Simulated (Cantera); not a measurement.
An isothermal plug-flow reactor at 1048 K and 0.533 atm (inlet), inlet velocity 1.5 m/s, active area per volume 3100 1/m; feed CH4 : O2 : N2 : H2O = 0.0026 : 0.18 : 0.79 : 0.04 (molar parts), equivalence ratio 0.029.

Cantera simulation using Deutschmann's 1995 Pt surface mechanism with GRI-Mech 3.0 gas chemistry; the numbers are that mechanism's predictions, not measurements. Catalytic surfaces can have several steady states; this one follows from the mechanism file's or the stated starting coverage. Mass transfer to the wall is taken as infinitely fast.

x: gas mole fraction; θ: surface coverage.

| z (m) | x CH4 | x O2 | x H2O | x CO2 | x CO | θ free Pt | θ O* | θ OH* |
|---|---|---|---|---|---|---|---|---|
| 0.00092 | 0.00203 | 0.177 | 0.0406 | 0.000534 | 1.32e-6 | 0.251 | 0.746 | 0.00246 |
| 0.0018 | 0.00162 | 0.176 | 0.0414 | 0.000941 | 1.06e-6 | 0.251 | 0.746 | 0.00248 |
| 0.0034 | ? | 0.175 | 0.0425 | ? | ? | 0.252 | 0.746 | 0.00252 |
| 0.0066 | 0.000469 | 0.174 | 0.0437 | 0.00208 | 3.11e-7 | 0.252 | 0.746 | 0.00255 |
| 0.013 | 8.98e-5 | 0.173 | 0.0444 | 0.00246 | 6.23e-8 | 0.252 | 0.745 | 0.00257 |
| 0.025 | 4.05e-6 | 0.173 | 0.0446 | 0.00255 | 5.49e-9 | 0.252 | 0.745 | 0.00258 |
| 0.048 | 1.06e-8 | 0.173 | 0.0446 | 0.00255 | 1.70e-9 | 0.252 | 0.745 | 0.00258 |
| 0.092 | 9.99e-12 | 0.173 | 0.0446 | 0.00256 | 7.27e-10 | 0.252 | 0.745 | 0.00258 |

**Question.** Some entries are withheld; supply them.

**Answer.** 
- 0.0034, x CH4: 0.00107
- 0.0034, x CO2: 0.00148
- 0.0034, x CO: 7.03e-7
